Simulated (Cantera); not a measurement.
An isothermal, constant-pressure homogeneous reactor starts with NO : N₂ = 1 : 6.8 (molar parts), at 1623 K and 8900 Pa.

Cantera simulation using GRI-Mech 3.0 (53 species, 325 reactions); the numbers are that mechanism's predictions, not measurements.

Problem. Predict: x(NO) at 60.0 s; x(N₂O) at 60.0 s; x(O) at 60.0 s; x(NO₂) at 60.0 s; x(O₂) at 60.0 s; x(N₂) at 60.0 s.

Solution. 
```json
{
 "x(NO) at 60.0 s": "0.121 (gas-phase equilibrium 0.00128)",
 "x(N₂O) at 60.0 s": "5.14e-6 (gas-phase equilibrium 2.48e-8)",
 "x(O) at 60.0 s": "4.51e-6 (gas-phase equilibrium 1.62e-5)",
 "x(NO₂) at 60.0 s": "1.95e-5 (gas-phase equilibrium 7.96e-7)",
 "x(O₂) at 60.0 s": "0.00364 (gas-phase equilibrium 0.0635)",
 "x(N₂) at 60.0 s": "0.875 (gas-phase equilibrium 0.935)"
}
```
